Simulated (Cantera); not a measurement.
Charge: 1 mol Cu, 3.5 mol F2, 0.17 mol H2, held at 5.60 Pa.

Cantera equilibrium calculation (NASA polynomials, part measured and part estimated; ideal gas, pure solids and liquids). Candidate condensed phases: Cu, CuF2; 15 gas species. Rates play no part. All values below are at 1573 K.

Base state: F 0.787, CuF2 0.110, HF 0.0539, CuF 0.0483 (mole fractions); condensed: gas only.

Problem. What changes in the equilibrium state with this change: H2 from 0.17 to 20 mol?

Solution. 
| species | before | after |
|---|---|---|
| H2 | <1e-9 | 0.670 |
| HF | 0.0539 | 0.285 |
| Cu | 1.73e-6 | 0.0406 |
| F | 0.787 | 8.59e-8 |
| CuF2 | 0.110 | <1e-9 |
| CuF | 0.0483 | 0.000123 |
| H | <1e-9 | 0.00445 |
